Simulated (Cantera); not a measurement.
Cantera run, input and output.

```python
import numpy as np
import cantera as ct

gas = ct.Solution("gri30.yaml")
gas.TPX = 600, 500000, {'CH3OH': 1, 'O2': 3.8, 'N2': 10.6}
inlet = ct.Reservoir(gas, clone=True)
gas.equilibrate("HP")  # start burning
reactor = ct.IdealGasConstPressureReactor(gas, energy="on", clone=False)
exhaust = ct.Reservoir(gas, clone=True)
tau = [0.22, 0.071, 0.023, 0.0072, 0.0023, 0.00072, 0.00023, 7.3e-05, 2.3e-05, 7.3e-06][0]
for a, b in ((inlet, reactor), (reactor, exhaust)):
    ct.MassFlowController(a, b, mdot=lambda t: reactor.mass / tau)
net = ct.ReactorNet([reactor])
show = ['CH3OH', 'O2', 'CH2', 'CH2O', 'O', 'CH2CO', 'CH4']

rows = []
print(f"{'tau/s':>10s}{'T/K':>9s}" + "".join(f"{s:>11s}" for s in show))
for tau in [0.22, 0.071, 0.023, 0.0072, 0.0023, 0.00072, 0.00023, 7.3e-05, 2.3e-05, 7.3e-06]:
    net.initial_time = 0.0
    net.advance(30 * tau)
    before = gas.X
    net.advance(40 * tau)
    drift = np.max(np.abs(gas.X - before) / (gas.X + 1e-9))
    rows.append([gas.T, *gas[show].X, drift])
    print(f"{tau:10.3e}{gas.T:9.1f}" + "".join(f"{x:11.3e}" for x in gas[show].X))
```

Output:

```
     tau/s      T/K      CH3OH         O2        CH2       CH2O          O      CH2CO        CH4
 2.200e-01   1764.4  9.913e-07  1.445e-01  5.945e-11  7.034e-07  1.911e-05  3.013e-13  7.804e-09
 7.100e-02   1763.4  2.632e-06  1.446e-01  1.566e-10  1.880e-06  2.623e-05  1.619e-12  1.543e-08
 2.300e-02   1761.3  6.445e-06  1.446e-01  3.765e-10  4.658e-06  4.197e-05  7.278e-12  2.440e-08
 7.200e-03   1756.6  1.550e-05  1.448e-01  8.797e-10  1.139e-05  7.461e-05  3.117e-11  3.543e-08
 2.300e-03   1746.6  3.673e-05  1.452e-01  2.028e-09  2.754e-05  1.334e-04  1.358e-10  5.588e-08
 7.200e-04   1721.2  9.711e-05  1.466e-01  4.997e-09  7.417e-05  2.210e-04  7.817e-10  1.263e-07
 2.300e-04    600.0  6.494e-02  2.468e-01  1.093e-27 -2.401e-16  1.044e-26 -9.131e-22 -1.123e-19
 7.300e-05    600.0  6.494e-02  2.468e-01  1.093e-27  2.854e-20  1.039e-26  1.084e-25  1.488e-23
 2.300e-05    600.0  6.494e-02  2.468e-01  1.092e-27  1.815e-21  1.021e-26  6.847e-27  1.109e-24
 7.300e-06    600.0  6.494e-02  2.468e-01  1.091e-27  1.180e-22  9.702e-27  4.325e-28  8.787e-26
```

Cantera simulation using GRI-Mech 3.0 (53 species, 325 reactions); the numbers are that mechanism's predictions, not measurements. GRI-Mech 3.0 was tuned for natural gas; its chemistry of methanol as a main component is partial and can be far from experiment.
